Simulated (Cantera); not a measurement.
A perfectly stirred reactor is fed with H2 : O2 : N2 = 0.14 : 1 : 0.37 (molar parts), equivalence ratio 0.070, at 0.0263 atm; it is held at 1123 K, and followed from long to short residence time.

Computed with Cantera and GRI-Mech 3.0 (53 species, 325 reactions). Radical loss at walls, strong at low pressure, is not modelled. The temperature is held fixed by assumption; the heat of reaction is taken as removed at once.

What does this change do: H2 0.14 to 1.4 parts?


```tsv
quantity	before	after
x(H2) at τ = 0.340 s	0.000556	0.00522
x(O2) at τ = 0.340 s	0.644	0.146
x(H2O2) at τ = 0.340 s	3.01e-7	1.78e-6
x(O) at τ = 0.340 s	0.00194	0.00141
x(H2O) at τ = 0.340 s	0.0959	0.665
x(H2) at τ = 8.10 ms	0.00490	0.0435
x(O2) at τ = 8.10 ms	0.630	0.162
x(H2O2) at τ = 8.10 ms	4.47e-7	1.20e-6
x(O) at τ = 8.10 ms	0.0155	0.0141
x(H2O) at τ = 8.10 ms	0.0845	0.547
```

What does this change do: pressure from 0.0263 atm to 0.0132 atm?


```tsv
quantity	before	after
x(H2) at τ = 0.340 s	0.000556	0.000824
x(O2) at τ = 0.340 s	0.644	0.641
x(H2O2) at τ = 0.340 s	3.01e-7	1.76e-7
x(O) at τ = 0.340 s	0.00194	0.00472
x(H2O) at τ = 0.340 s	0.0959	0.0947
x(H2) at τ = 8.10 ms	0.00490	0.00695
x(O2) at τ = 8.10 ms	0.630	0.620
x(H2O2) at τ = 8.10 ms	4.47e-7	2.06e-7
x(O) at τ = 8.10 ms	0.0155	0.0255
x(H2O) at τ = 8.10 ms	0.0845	0.0754
```

What does this change do: temperature 1123 to 1225 K?


```json
[
 {"quantity": "x(H2) at τ = 0.340 s", "before": "0.000556", "after": "0.000414"},
 {"quantity": "x(O2) at τ = 0.340 s", "before": "0.644", "after": "0.643"},
 {"quantity": "x(H2O2) at τ = 0.340 s", "before": "3.01e-7", "after": "2.14e-7"},
 {"quantity": "x(O) at τ = 0.340 s", "before": "0.00194", "after": "0.00282"},
 {"quantity": "x(H2O) at τ = 0.340 s", "before": "0.0959", "after": "0.0956"},
 {"quantity": "x(H2) at τ = 8.10 ms", "before": "0.00490", "after": "0.00360"},
 {"quantity": "x(O2) at τ = 8.10 ms", "before": "0.630", "after": "0.624"},
 {"quantity": "x(H2O2) at τ = 8.10 ms", "before": "4.47e-7", "after": "3.40e-7"},
 {"quantity": "x(O) at τ = 8.10 ms", "before": "0.0155", "after": "0.0225"},
 {"quantity": "x(H2O) at τ = 8.10 ms", "before": "0.0845", "after": "0.0842"}
]
```
